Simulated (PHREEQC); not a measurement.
**Sulfide liquor: speciation**

Consider water at 81 °C with 0.00016 mol/kgw H2S and 0.014 mol/kgw NaOH. Closed to the air; pH follows from the charge balance.

All values are PHREEQC results (ion-association model, wateq4f.dat), not measurements.

Precipitation was switched off in this run.

### Question
Estimate the pH.

### Answer
pH 10.67.

Away from 25 °C the constants follow the database's enthalpies or fits; those with neither stay at their 25 °C values. The database's pK near 12.9 for HS-/S-2 is now thought far too low, so its S-2 is overstated. The polysulfide entries of wateq4f.dat were taken out for this run.
